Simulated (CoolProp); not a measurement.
Sulfur dioxide along the isotherm 518.4 K: density (kg/m³) from the reference equation and from simpler models built on Tc = 430.6 K, pc = 7.887 MPa, ω = 0.256; each cubic takes its own stable root.

Values from CoolProp's reference Helmholtz-energy equation of state, Gao 2016.

```json
[
 {"p (MPa)": "0.438", "phase": "gas", "reference": "6.575", "ideal gas": "6.510", "Soave-Redlich-Kwong": "6.574"},
 {"p (MPa)": "0.876", "phase": "gas", "reference": "13.29", "ideal gas": "13.02", "Soave-Redlich-Kwong": "13.28"},
 {"p (MPa)": "1.31", "phase": "gas", "reference": "20.07", "ideal gas": "19.47", "Soave-Redlich-Kwong": "20.06"},
 {"p (MPa)": "1.75", "phase": "gas", "reference": "27.10", "ideal gas": "26.01", "Soave-Redlich-Kwong": "27.07"},
 {"p (MPa)": "2.19", "phase": "gas", "reference": "34.28", "ideal gas": "?", "Soave-Redlich-Kwong": "34.24"},
 {"p (MPa)": "2.63", "phase": "gas", "reference": "41.63", "ideal gas": "39.09", "Soave-Redlich-Kwong": "41.55"},
 {"p (MPa)": "3.07", "phase": "gas", "reference": "49.14", "ideal gas": "45.63", "Soave-Redlich-Kwong": "49.03"},
 {"p (MPa)": "3.51", "phase": "gas", "reference": "?", "ideal gas": "52.17", "Soave-Redlich-Kwong": "?"},
 {"p (MPa)": "3.94", "phase": "gas", "reference": "64.53", "ideal gas": "58.56", "Soave-Redlich-Kwong": "64.30"}
]
```

Problem. What belongs in the gaps?

Solution. 
- 2.19, ideal gas: 32.55
- 3.51, reference: 56.84
- 3.51, Soave-Redlich-Kwong: 56.67
